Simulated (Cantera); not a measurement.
Input: 1 mol SiH4, 0.027 mol Cl2, 14 mol H2, at 1000 K and 1 atm.

Equilibrium computed with Cantera from the NASA thermochemical tables; the gas is ideal and each condensed phase is pure. Candidate condensed phases: Si; 19 gas species. Rates play no part.

Base state: H2 0.998, HCl 0.00201, SiHCl3 0.000271, SiH2Cl2 0.000102, SiCl4 7.73e-5 (mole fractions); condensed: Si(s).

**Question.** What changes in the equilibrium state with this change: pressure from 1 atm to 0.00290 bar?

**Answer.** 
| species | before | after |
|---|---|---|
| H2 | 0.998 | 0.997 |
| HCl | 0.00201 | 0.00331 |
| SiCl2 | 6.87e-6 | 1.87e-5 |
| SiHCl3 | 0.000271 | 3.47e-6 |
| SiH2Cl2 | 0.000102 | 7.95e-7 |
| SiCl4 | 7.73e-5 | 1.64e-6 |
| Si(s), mol | 0.992 | 1.000 |

**Question.** What changes in the equilibrium state with this change: temperature from 1000 K to 1175 K?

**Answer.** 
```
species       before    after
----------  --------  -------
H2             0.998    0.997
HCl          0.00201  0.00318
SiHCl3      0.000271  2.35e-5
SiCl4        7.73e-5  3.18e-6
SiH2Cl2     0.000102  2.23e-5
SiCl2        6.87e-6  2.32e-5
Si(s), mol     0.992    0.999
```
